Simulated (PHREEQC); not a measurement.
0.04 g of hydrous ferric oxide (600 m²/g; 0.2 weak and 0.005 strong sites per Fe, Dzombak-Morel constants, diffuse double layer) in 1 kg of water with 0.1 mol/kgw of an inert sodium salt and 4.7e-07 mol/kgw Ag2SO4 and 7.7e-06 mol/kgw BaCl2, at 25 °C; the pH is set by adding NaOH or the inert anion's acid. Oxygen alone is held at its pressure in air (log pO2 = -0.68). No CO2 enters from the air. No solid was allowed to form.

Equilibrium calculation in PHREEQC: ion-association model, wateq4f.dat.

```json
[
 {"pH": "4", "S sorbed (%)": "89.5", "Ag sorbed (%)": "0.0", "Ba sorbed (%)": "0.0", "surface charge σ (C/m²)": "0.318", "surface potential ψ (mV)": "146"},
 {"pH": "4.67", "S sorbed (%)": "79.5", "Ag sorbed (%)": "0.0", "Ba sorbed (%)": "0.0", "surface charge σ (C/m²)": "0.251", "surface potential ψ (mV)": "134"},
 {"pH": "5.33", "S sorbed (%)": "52.2", "Ag sorbed (%)": "0.4", "Ba sorbed (%)": "0.0", "surface charge σ (C/m²)": "0.176", "surface potential ψ (mV)": "116"},
 {"pH": "6", "S sorbed (%)": "16.7", "Ag sorbed (%)": "2.1", "Ba sorbed (%)": "0.0", "surface charge σ (C/m²)": "0.111", "surface potential ψ (mV)": "93"},
 {"pH": "6.67", "S sorbed (%)": "2.6", "Ag sorbed (%)": "…", "Ba sorbed (%)": "0.1", "surface charge σ (C/m²)": "0.063", "surface potential ψ (mV)": "67"},
 {"pH": "7.33", "S sorbed (%)": "…", "Ag sorbed (%)": "31.2", "Ba sorbed (%)": "…", "surface charge σ (C/m²)": "0.030", "surface potential ψ (mV)": "37"},
 {"pH": "8", "S sorbed (%)": "0.0", "Ag sorbed (%)": "58.8", "Ba sorbed (%)": "6.0", "surface charge σ (C/m²)": "0.005", "surface potential ψ (mV)": "6"},
 {"pH": "8.67", "S sorbed (%)": "0.0", "Ag sorbed (%)": "66.9", "Ba sorbed (%)": "16.9", "surface charge σ (C/m²)": "-0.018", "surface potential ψ (mV)": "-24"},
 {"pH": "9.33", "S sorbed (%)": "0.0", "Ag sorbed (%)": "64.9", "Ba sorbed (%)": "24.8", "surface charge σ (C/m²)": "-0.046", "surface potential ψ (mV)": "-54"},
 {"pH": "10", "S sorbed (%)": "0.0", "Ag sorbed (%)": "76.8", "Ba sorbed (%)": "43.2", "surface charge σ (C/m²)": "-0.085", "surface potential ψ (mV)": "…"},
 {"pH": "10.67", "S sorbed (%)": "0.0", "Ag sorbed (%)": "…", "Ba sorbed (%)": "78.9", "surface charge σ (C/m²)": "-0.134", "surface potential ψ (mV)": "-103"},
 {"pH": "11.33", "S sorbed (%)": "0.0", "Ag sorbed (%)": "96.5", "Ba sorbed (%)": "…", "surface charge σ (C/m²)": "-0.196", "surface potential ψ (mV)": "…"},
 {"pH": "12", "S sorbed (%)": "0.0", "Ag sorbed (%)": "97.3", "Ba sorbed (%)": "98.1", "surface charge σ (C/m²)": "-0.256", "surface potential ψ (mV)": "-132"}
]
```

Question: What belongs in the gaps?

Answer: 
- 6.67, Ag sorbed (%): 9.7
- 7.33, S sorbed (%): 0.3
- 7.33, Ba sorbed (%): 0.8
- 10, surface potential ψ (mV): -80
- 10.67, Ag sorbed (%): 90.8
- 11.33, Ba sorbed (%): 95.0
- 11.33, surface potential ψ (mV): -121
